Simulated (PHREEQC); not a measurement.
A solution holds 0.19 mol/kgw NaH2PO4, 0.0016 mol/kgw Na2B4O7 and 0.69 mol/kgw KCl, at 25 °C. Closed to the air; pH follows from the charge balance.

Model: ion-association model, phreeqc.dat, run in PHREEQC.

Each row changes one thing in this solution. No solid was allowed to form.

```csv
case,pH,ionic strength (mol/kgw),HPO4-2 (mol/kgw),KHPO4- (mol/kgw),H3PO4 (mol/kgw),NaHPO4- (mol/kgw),SI of Sylvite (KCl),SI of Halite (NaCl)
as made,4.79,0.885,0.00268,0.000583,0.000239,0.000195,-1.65,-2.80
temperature from 25 to 50 °C,4.73,0.885,0.00282,0.000568,0.000353,0.000190,-1.79,-2.83
Na2B4O7 replaced by NaF at the same molality,4.24,0.882,0.000768,0.000167,0.000853,5.54e-5,-1.65,-2.80
NaH2PO4 from 0.19 to 0.38 mol/kgw,4.52,1.07,(withheld),0.000618,0.000847,0.000424,-1.67,-2.50
Na2B4O7 replaced by Na3PO4 at the same molality,4.79,0.887,0.00268,0.000583,0.000243,0.000197,-1.65,-2.79
temperature from 25 to 85 °C,4.66,0.886,0.00306,0.000540,0.000553,0.000182,-1.95,-2.89
Na2B4O7 from 0.0016 to 0.0024 mol/kgw,4.95,0.888,0.00386,0.000837,0.000164,0.000283,-1.65,-2.79
KCl from 0.69 to 0.069 mol/kgw,4.98,0.265,0.00300,0.000103,0.000196,0.000307,-3.54,(withheld)
NaH2PO4 from 0.19 to 0.019 mol/kgw,5.87,0.714,0.00257,0.000605,1.79e-6,2.25e-5,(withheld),-3.73
```

Question: Some entries are withheld; supply them.

Answer: 
- NaH2PO4 from 0.19 to 0.38 mol/kgw, HPO4-2 (mol/kgw): 0.00305
- KCl from 0.69 to 0.069 mol/kgw, SI of Halite (NaCl): -3.74
- NaH2PO4 from 0.19 to 0.019 mol/kgw, SI of Sylvite (KCl): -1.63

The ionic strength passes 0.7 mol/kgw, the rough limit of the ion-association models, in as made; temperature from 25 to 50 °C; Na2B4O7 replaced by NaF at the same molality; NaH2PO4 from 0.19 to 0.38 mol/kgw; Na2B4O7 replaced by Na3PO4 at the same molality; temperature from 25 to 85 °C; Na2B4O7 from 0.0016 to 0.0024 mol/kgw; NaH2PO4 from 0.19 to 0.019 mol/kgw. Away from 25 °C the constants follow the database's enthalpies or fits; those with neither stay at their 25 °C values.
